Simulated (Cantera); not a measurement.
Feed: 1 mol CH3SiCl3, 0.0061 mol C2H4, 180 mol H2, at 0.750 Torr.

Equilibrium computed with Cantera from the NASA thermochemical tables; the gas is ideal and each condensed phase is pure. Candidate condensed phases: C, C6H6, C7H8, C8H18, Si, SiC; 109 gas species. The feed counts by its element totals alone. The tables' values for SiCl are old estimates; treat these amounts as uncertain. Equilibrium is a limit: real reactors are often held back by kinetics, nucleation or transport.

Question: At 1675 °C, list the 6 most abundant gas species with their mole fractions, and the condensed phases.

Answer: H2 0.948, H 0.0348, HCl 0.0156, Si 0.00105, C2H2 (acetylene) 0.000511, Cl 0.000429. Condensed: C(graphite) + SiC(s).
